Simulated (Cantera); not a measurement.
A jet of H₂ : O₂ : N₂ = 0.03 : 0.2 : 0.79 (molar parts), equivalence ratio 0.075 at 300 K and 29.3 Torr hits a platinum plate 3.3 cm away at a mass flux of 0.025 kg/m²/s; the plate temperature is set and raised in steps from an oxygen-covered start.

Computed with Cantera and Deutschmann's 1995 Pt surface mechanism with GRI-Mech 3.0 gas chemistry. Catalytic surfaces can have several steady states; this one follows from the mechanism file's or the stated starting coverage.

x: mole fraction at the wall; θ: surface coverage.

| plate T (K) | wall x H₂ | wall x O₂ | wall x H₂O | wall x OH | θ free Pt | θ O* | θ OH* |
|---|---|---|---|---|---|---|---|
| 600 | 0.00525 | 0.171 | 0.0464 | <1e-8 | 0.0505 | 0.945 | 0.00409 |
| 650 | 0.00521 | 0.171 | 0.0462 | <1e-8 | 0.0535 | 0.944 | 0.00275 |
| 700 | 0.00494 | 0.171 | 0.0464 | <1e-8 | 0.0596 | 0.938 | 0.00201 |
| 750 | 0.00412 | 0.170 | 0.0477 | <1e-8 | 0.0770 | 0.921 | 0.00166 |
| 800 | 0.00306 | 0.169 | 0.0494 | <1e-8 | 0.112 | 0.886 | 0.00150 |
| 850 | ___ | 0.168 | 0.0507 | ___ | ___ | 0.836 | ___ |
| 900 | 0.00174 | 0.168 | 0.0515 | 6.84e-8 | 0.223 | 0.776 | 0.00125 |
| 950 | ___ | 0.167 | 0.0520 | ___ | ___ | ___ | ___ |

### Question
Fill in the missing entries.

### Answer

- 850, wall x H₂: 0.00227
- 850, wall x OH: 2.17e-8
- 850, θ free Pt: 0.163
- 850, θ OH*: 0.00138
- 950, wall x H₂: 0.00141
- 950, wall x OH: 1.90e-7
- 950, θ free Pt: 0.288
- 950, θ O*: 0.711
- 950, θ OH*: 0.00111
